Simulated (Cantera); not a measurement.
An isothermal, constant-pressure homogeneous reactor starts with CH₄ : H₂ = 1 : 45 (molar parts), at 1725 K and 6000 Pa. Integrator tolerance rtol = 1e-08.

Cantera simulation using GRI-Mech 3.0 (53 species, 325 reactions); the numbers are that mechanism's predictions, not measurements. GRI-Mech 3.0 stops at C3 and has no aromatics, soot or wall deposition, so with more carbon than oxygen in the feed, carbon stays in small species such as C2H2 where larger ones or solid carbon would form.

Task: What does this change do: H2 45 to 7 parts?

Result: 
```tsv
quantity	before	after
x(CH₄) at 1.00 s	0.00637 (gas-phase equilibrium 0.000618)	0.00854 (gas-phase equilibrium 0.00133)
x(H₂) at 1.00 s	0.985 (gas-phase equilibrium 0.988)	0.939 (gas-phase equilibrium 0.943)
x(CH₃) at 1.00 s	9.63e-5 (gas-phase equilibrium 9.61e-6)	0.000132 (gas-phase equilibrium 2.11e-5)
x(C₂H₄) at 1.00 s	2.09e-5 (gas-phase equilibrium 2.44e-5)	0.000122 (gas-phase equilibrium 0.000124)
x(H) at 1.00 s	0.000737 (gas-phase equilibrium 0.000759)	0.000717 (gas-phase equilibrium 0.000742)
```

Task: What does this change do: pressure from 6000 Pa to 160 Pa?

Result: 
```
quantity                                              before                                     after
-----------------  -----------------------------------------  ----------------------------------------
x(CH₄) at 1.00 s    0.00637 (gas-phase equilibrium 0.000618)    0.0197 (gas-phase equilibrium 1.66e-5)
x(H₂) at 1.00 s          0.985 (gas-phase equilibrium 0.988)       0.978 (gas-phase equilibrium 0.985)
x(CH₃) at 1.00 s     9.63e-5 (gas-phase equilibrium 9.61e-6)  0.000564 (gas-phase equilibrium 1.59e-6)
x(C₂H₄) at 1.00 s    2.09e-5 (gas-phase equilibrium 2.44e-5)   3.97e-5 (gas-phase equilibrium 6.67e-7)
x(H) at 1.00 s     0.000737 (gas-phase equilibrium 0.000759)   0.00138 (gas-phase equilibrium 0.00464)
```
Radical loss at walls, strong at low pressure, is not modelled.
